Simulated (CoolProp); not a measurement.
Saturated liquid density (kg/m³) of CH2F2 (R32): the reference equation beside estimates from Tc = 78.1 °C, pc = 5.783 MPa, ω = 0.277. Rackett uses Z = 0.29056 − 0.08775 ω.

Values from CoolProp's reference Helmholtz-energy equation of state, Tillner-Roth 1997.

```csv
T (°C),reference,Rackett,van der Waals
2.15,1048,909.1,541.1
6.65,1032,895.7,533.1
11.05,1016,882.3,525.0
15.45,999.2,868.4,516.6
19.95,981.6,853.8,507.7
24.35,963.7,838.9,498.7
28.75,945.1,823.4,489.2
33.25,925.1,806.8,479.1
37.65,904.5,789.7,468.7
42.05,882.7,771.7,457.6
46.55,858.8,752.0,445.7
50.95,833.6,731.3,433.1
55.35,806.0,708.8,419.4
59.85,774.4,683.1,404.0
64.25,738.9,654.3,387.1
```

Absolute difference from the reference over all 15 rows, mean and median: Rackett 12.6 and 12.8 %, van der Waals 48.1 and 48.2 %.
